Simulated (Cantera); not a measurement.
Charge: 1 mol HF, 0.053 mol H2, held at 0.220 bar.

Method: chemical equilibrium by Gibbs-energy minimisation in Cantera with the NASA 1993 tables (ideal gas, pure condensed phases). The numbers say what is thermodynamically allowed, not how fast it happens.

log p: log10 of the partial pressure in bar; nothing condenses.

```json
[
 {"T (K)": "1773", "log p HF": "-0.68", "log p H2": "-1.96", "log p H": "-4.52", "log p F": "-7.09", "log p H2F2": "-6.39"},
 {"T (K)": "1873", "log p HF": "-0.68", "log p H2": "-1.96", "log p H": "-4.17", "log p F": "-6.52", "log p H2F2": "-6.43"},
 {"T (K)": "1973", "log p HF": "-0.68", "log p H2": "-1.96", "log p H": "(withheld)", "log p F": "(withheld)", "log p H2F2": "-6.46"},
 {"T (K)": "2073", "log p HF": "-0.68", "log p H2": "-1.96", "log p H": "-3.56", "log p F": "-5.54", "log p H2F2": "-6.49"},
 {"T (K)": "2173", "log p HF": "-0.68", "log p H2": "-1.97", "log p H": "(withheld)", "log p F": "(withheld)", "log p H2F2": "-6.52"},
 {"T (K)": "2273", "log p HF": "-0.68", "log p H2": "-1.97", "log p H": "-3.06", "log p F": "-4.73", "log p H2F2": "-6.54"},
 {"T (K)": "2373", "log p HF": "-0.68", "log p H2": "-1.99", "log p H": "-2.85", "log p F": "-4.38", "log p H2F2": "-6.56"},
 {"T (K)": "2473", "log p HF": "-0.68", "log p H2": "-2.00", "log p H": "-2.65", "log p F": "-4.04", "log p H2F2": "-6.58"},
 {"T (K)": "2573", "log p HF": "-0.68", "log p H2": "-2.03", "log p H": "-2.48", "log p F": "-3.73", "log p H2F2": "-6.60"},
 {"T (K)": "2673", "log p HF": "-0.69", "log p H2": "-2.06", "log p H": "-2.32", "log p F": "-3.44", "log p H2F2": "-6.62"}
]
```

Q: Fill in the missing entries.

A: 
- 2173, log p H: -3.30
- 2173, log p F: -5.12
- 1973, log p H: -3.85
- 1973, log p F: -6.01
